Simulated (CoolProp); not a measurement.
Model: reference Helmholtz-energy equation of state, de Reuck 1990, in CoolProp.

### Question
Give the vapour pressure (MPa), liquid density (kg/m³), enthalpy of vaporisation (kJ/kg), vapour Z of saturated fluorine at -145.25 °C.

### Answer
```json
[
 {"T (°C)": "-145.25", "p (MPa)": "2.48", "liquid density (kg/m³)": "1110", "enthalpy of vaporisation (kJ/kg)": "110", "vapour Z": "0.697"}
]
```
